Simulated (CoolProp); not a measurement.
Model: reference Helmholtz-energy equation of state, Guder 2009, in CoolProp.

Question: Give the vapour pressure (bar), liquid density (kg/m³), vapour density (kg/m³), enthalpy of vaporisation (kJ/kg) of saturated sulfur hexafluoride at -12.15, -7.65, 1.35 °C.

Answer: 
```csv
T (°C),p (bar),liquid density (kg/m³),vapour density (kg/m³),enthalpy of vaporisation (kJ/kg)
-12.15,8.81,1640,72.3,92.0
-7.65,10.1,1610,83.1,89.2
1.35,13.0,1550,109,83.1
```
